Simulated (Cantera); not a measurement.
Mixture: 13.1 % CO, 17.0 % H2, 5.36 % CH4, 13.6 % O2, 51.0 % N2, at 0.750 atm, adiabatic and at constant volume. Ignition delay is the time to a rise of 400 K.

Detailed kinetics in Cantera: GRI-Mech 3.0 (53 species, 325 reactions).

At T0 = 1375 K, what is the delay, and which 7 reactions control it most (d ln τ / d ln k, from doubling and halving each rate constant)?

The delay is 0.103 ms.
```csv
reaction,d ln τ / d ln k,faster rate
H + O2 <=> O + OH,-1.38,shortens it
CH4 + H <=> CH3 + H2,0.44,lengthens it
CH4 + OH <=> CH3 + H2O,0.21,lengthens it
H2 + O <=> H + OH,-0.20,shortens it
H2 + OH <=> H + H2O,-0.20,shortens it
CH3 + H (+M) <=> CH4 (+M),0.12,lengthens it
2 CH3 (+M) <=> C2H6 (+M),0.07,lengthens it
```
